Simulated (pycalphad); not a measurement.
# Effect of Ti content in Si-Ti

Source of the numbers: pycalphad with the COST 507 light-alloy database (1999); pressure 1 atm. These are 1990s assessments: newer ones move some temperatures and phases. Amounts are mole fractions of atoms. Kinetics are ignored, which matters at the lower temperatures.

Q: One of these alloys has its liquidus at 1819 K, its solidus at 1747 K, and holds SI2TI 0.68, SITI 0.32 at 720 K. Which?
A) Si-25.8Ti (at.%)
B) Si-38.7Ti (at.%)
C) Si-51.6Ti (at.%)

A: B, Si-38.7Ti (at.%). The others: Si-25.8Ti (at.%), liquidus 1707, solidus 1604; Si-51.6Ti (at.%), liquidus 2214, solidus 1843

Database names, with the compositions (at.%) that they take in these runs: SI2TI: Si 67 Ti 33; SITI: Si 50 Ti 50.
